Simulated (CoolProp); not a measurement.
Vapour pressure (bar) of nitrogen: the reference equation beside estimates from Tc = 126.2 K, pc = 33.96 bar, ω = 0.037.

Values from CoolProp's reference Helmholtz-energy equation of state, Span 2000.

| T (K) | reference | Lee-Kesler | van der Waals | Peng-Robinson |
|---|---|---|---|---|
| 72.2 | 0.5264 | 0.5221 | 2.230 | 0.5369 |
| 76.7 | 0.9373 | 0.9321 | 3.177 | 0.9494 |
| 81.3 | 1.575 | 1.570 | 4.396 | 1.587 |
| 85.8 | 2.470 | 2.469 | 5.858 | 2.483 |
| 90.3 | 3.698 | 3.700 | 7.609 | 3.710 |
| 94.8 | 5.323 | 5.327 | 9.669 | 5.337 |
| 99.4 | 7.464 | 7.467 | 12.11 | 7.486 |
| 103.9 | 10.10 | 10.10 | 14.85 | 10.14 |
| 108.4 | 13.34 | 13.33 | 17.95 | 13.40 |
| 113 | 17.37 | 17.34 | 21.50 | 17.47 |

Absolute difference from the reference over all 10 rows, mean and median: Lee-Kesler 0.2 and 0.1 %, van der Waals 123.4 and 93.7 %, Peng-Robinson 0.7 and 0.5 %.
